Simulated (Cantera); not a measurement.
An adiabatic, constant-pressure homogeneous reactor starts with 25.4 % H₂, 15.7 % O₂, 58.9 % N₂, equivalence ratio 0.81, at 1800 K and 0.360 bar.

Model: GRI-Mech 3.0 (53 species, 325 reactions), integrated in Cantera.

One state of this run: T (K) = 2791; x H₂ = 0.0381; x O₂ = 0.0359; x NO = 0.00736; x NO₂ = 1.23e-6; x H = 0.0261; x OH = 0.0389; x O = 0.0167. x: mole fraction; the columns are a selection and need not sum to one.

Problem. Which value of t (s) does it belong to?
(A) 0.00693
(B) 0.00214
(C) 0.235
(D) 6.00e-6

Solution. B, 0.00214
